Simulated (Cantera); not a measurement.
Input: 1 mol HF, a varied amount of H₂, 0.2 mol N₂, at 773 K and 1100000 Pa.

Cantera equilibrium calculation (NASA polynomials, part measured and part estimated; ideal gas, pure solids and liquids). Kinetics and transport are ignored.

Q: At 0.24 mol H₂, list the 5 most abundant gas species with their mole fractions, and the condensed phases.

A: HF 0.694, H₂ 0.165, N₂ 0.139, NH₃ 0.00109, H₂F₂ 0.000591. Condensed: gas only.
